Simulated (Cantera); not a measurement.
What does this Cantera script print?

```python
import numpy as np
import cantera as ct

gas_names = [...]  # 92 gases of nasa_gas.yaml made of C, H, N
cond_names = """
    C(gr) C6H6(L) C7H8(L) C8H18(L),n-octa
""".split()


# ... load() reads the species with a 1 bar reference pressure and builds the phases ...
atoms = {
    'C3H8': {'C': 3, 'H': 8},
    'NH3': {'N': 1, 'H': 3},
}
top_T = {'C(gr)': 4500}  # K; cautious upper limits of use, not melting points


# ... equilibrate(T, P, feed) seeds the gas with the atoms and calls Mixture.equilibrate('TP', solver="vcs", rtol=1e-11, max_steps=5000) ...
results = []
feed = {'C3H8': 1, 'NH3': 0.078}  # mol
P = 370000  # Pa
for T in [1650, 1700, 1750, 1800, 1850, 1900, 1950, 2000, 2050, 2100]:
    mix = equilibrate(T, P, feed)
    results.append((T, P, feed, dict(zip(mix.species_names, mix.species_moles))))

top = {s: max(r[3][s] / sum(r[3][g] for g in gas_names) for r in results) for s in gas_names}
cols = sorted((s for s in top if top[s] > 0.0001), key=lambda s: -top[s])[:9]
seen = [c for c in cond_names if any(r[3].get(c, 0) > 1e-12 for r in results)]
print("log10 of partial pressures in bar; condensed amounts in mol")
print(f"{'T/K':>10s}" + "".join(f"{s[:9]:>10s}" for s in cols + seen))
for T, P, feed, n in results:
    ng = sum(n[g] for g in gas_names)
    print(f"{T:10.4g}" + "".join(f"{np.log10(max(n[s] / ng * P / 1e5, 1e-99)):10.3f}" for s in cols)
          + "".join(f"{n.get(c, 0):10.4g}" for c in seen))
```

It prints:

```
log10 of partial pressures in bar; condensed amounts in mol
       T/K        H2        N2       CH4       HCN         H C2H2,acet       HNC     C(gr)
      1650     0.562    -1.464    -1.753    -3.010    -3.761    -3.779    -4.590     2.979
      1700     0.562    -1.466    -1.836    -2.888    -3.551    -3.572    -4.412     2.981
      1750     0.562    -1.469    -1.915    -2.774    -3.352    -3.377    -4.245     2.983
      1800     0.563    -1.473    -1.989    -2.667    -3.165    -3.193    -4.088     2.984
      1850     0.563    -1.477    -2.059    -2.566    -2.987    -3.020    -3.939     2.985
      1900     0.563    -1.482    -2.125    -2.471    -2.819    -2.855    -3.799     2.984
      1950     0.563    -1.487    -2.188    -2.381    -2.659    -2.700    -3.667     2.983
      2000     0.562    -1.494    -2.247    -2.297    -2.508    -2.552    -3.542     2.981
      2050     0.562    -1.501    -2.304    -2.218    -2.363    -2.412    -3.425     2.978
      2100     0.562    -1.510    -2.358    -2.143    -2.226    -2.278    -3.313     2.974
```

Cantera equilibrium calculation (NASA polynomials, part measured and part estimated; ideal gas, pure solids and liquids).
